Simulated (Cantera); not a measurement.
# Adiabatic ignition

An adiabatic, constant-pressure homogeneous reactor starts with 8.84 % CH3OH, 8.29 % O2, 82.9 % N2, equivalence ratio 1.6, at 1750 K and 10.0 bar.

Detailed kinetics in Cantera: GRI-Mech 3.0 (53 species, 325 reactions). GRI-Mech 3.0 was tuned for natural gas; its chemistry of methanol as a main component is partial and can be far from experiment.

```tsv
t (s)	T (K)	x CH3OH	x O2	x CH4	x C2H4	x C2H	x NO
2.00e-6	1757	0.0789	0.0784	0.000177	1.90e-6	6.18e-12	7.07e-10
5.97e-6	2039	0.000414	0.0340	0.000595	4.44e-6	4.33e-9	1.34e-7
1.78e-5	2456	<1e-12	0.000620	1.97e-12	<1e-12	<1e-12	5.80e-5
5.32e-5	2509	<1e-12	8.65e-5	4.56e-12	<1e-12	<1e-12	7.41e-5
0.000159	2516	<1e-12	4.47e-5	6.73e-12	<1e-12	<1e-12	8.71e-5
0.000474	2516	<1e-12	4.41e-5	6.81e-12	<1e-12	<1e-12	0.000119
0.00141	2515	<1e-12	4.36e-5	6.88e-12	<1e-12	<1e-12	0.000197
0.00422	2514	<1e-12	4.31e-5	6.99e-12	<1e-12	<1e-12	0.000304
0.0126	2514	<1e-12	4.30e-5	7.02e-12	<1e-12	<1e-12	0.000331
0.0376	2514	<1e-12	4.30e-5	7.02e-12	<1e-12	<1e-12	0.000331
0.112	2514	<1e-12	4.30e-5	7.02e-12	<1e-12	<1e-12	0.000331
0.335	2514	<1e-12	4.30e-5	7.02e-12	<1e-12	<1e-12	0.000331
1.00	2514	<1e-12	4.30e-5	7.02e-12	<1e-12	<1e-12	0.000331
```
x: mole fraction; the columns are a selection and need not sum to one.

```json
{
 "time_of_steepest_temperature_rise": "6.43 µs",
 "temperature at 1.00 s": "2514 K",
 "equilibrium_temperature": "2514 K",
 "x(CH3OH) at 1.00 s": "<1e-12 (gas-phase equilibrium <1e-12)",
 "x(O2) at 1.00 s": "4.30e-5 (gas-phase equilibrium 4.30e-5)",
 "x(CH4) at 1.00 s": "7.02e-12 (gas-phase equilibrium 7.93e-12)"
}
```
